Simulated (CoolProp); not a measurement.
Octamethyltrisiloxane (MDM) along the isobar 863 kPa: density (kg/m³) from the reference equation and from simpler models built on Tc = 292.2 °C, pc = 1438 kPa, ω = 0.528; each cubic takes its own stable root.

The numbers come from the reference Helmholtz-energy equation of state, Thol 2017 in CoolProp.

```json
[
 {"T (°C)": "-26.55", "phase": "liquid", "reference": "867.0"},
 {"T (°C)": "-13.25", "phase": "liquid", "reference": "854.1"},
 {"T (°C)": "-0.05", "phase": "liquid", "reference": "841.2"},
 {"T (°C)": "13.15", "phase": "liquid", "reference": "828.2"},
 {"T (°C)": "26.45", "phase": "liquid", "reference": "815.0"},
 {"T (°C)": "39.65", "phase": "liquid", "reference": "801.8"},
 {"T (°C)": "52.95", "phase": "liquid", "reference": "788.4"},
 {"T (°C)": "66.15", "phase": "liquid", "reference": "774.8"},
 {"T (°C)": "79.35", "phase": "liquid", "reference": "761.0"},
 {"T (°C)": "92.65", "phase": "liquid", "reference": "746.9"},
 {"T (°C)": "105.85", "phase": "liquid", "reference": "732.6"},
 {"T (°C)": "119.05", "phase": "liquid", "reference": "717.9"},
 {"T (°C)": "132.35", "phase": "liquid", "reference": "702.7"},
 {"T (°C)": "145.55", "phase": "liquid", "reference": "687.0"},
 {"T (°C)": "158.75", "phase": "liquid", "reference": "670.8"}
]
```

### Question
How far does each simpler model (Redlich-Kwong, Soave-Redlich-Kwong) lie from the reference over these 15 states: mean and median of the absolute difference, and the worst?

### Answer
- Redlich-Kwong: mean 15.1 %, median 15.0 %, worst -16.0 % at 158.75 °C and 863 kPa
- Soave-Redlich-Kwong: mean 9.8 %, median 9.3 %, worst -12.4 % at -26.55 °C and 863 kPa
